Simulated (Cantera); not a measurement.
Diamond growth

A diamond (100) surface in a fixed gas of H2 with x(CH4) = 0.0057, x(H) = 0.00048, x(CH3) = 0.0007, at 1325 K; coverages are run to steady state.

Model: the Harris–Goodwin 1993 mechanism for the reconstructed diamond (100) surface, integrated in Cantera.

| P (Pa) | growth (µm/h) | θ c6HH | θ c6H* | θ c6*H | θ c6** | θ c6HM |
|---|---|---|---|---|---|---|
| 640 | 0.0555 | 0.470 | 0.0452 | 0.464 | 0.0190 | 7.65e-5 |
| 990 | 0.119 | 0.470 | 0.0452 | 0.464 | 0.0188 | 0.000121 |
| 1500 | 0.238 | 0.470 | 0.0451 | 0.463 | 0.0185 | 0.000187 |
| 2400 | 0.499 | 0.469 | 0.0451 | 0.462 | 0.0182 | 0.000307 |
| 3700 | 0.945 | 0.469 | 0.0450 | 0.462 | 0.0179 | 0.000484 |
| 5800 | 1.76 | 0.469 | 0.0449 | 0.461 | 0.0176 | 0.000774 |
| 9000 | 3.16 | 0.468 | 0.0449 | 0.460 | 0.0174 | 0.00122 |
| 14000 | 5.59 | 0.468 | 0.0448 | 0.459 | 0.0172 | 0.00191 |
θ: site fractions in the mechanism's names (c6HH fully hydrogenated, c6H* and c6*H radical sites, c6** diradical, c6HM methylated).
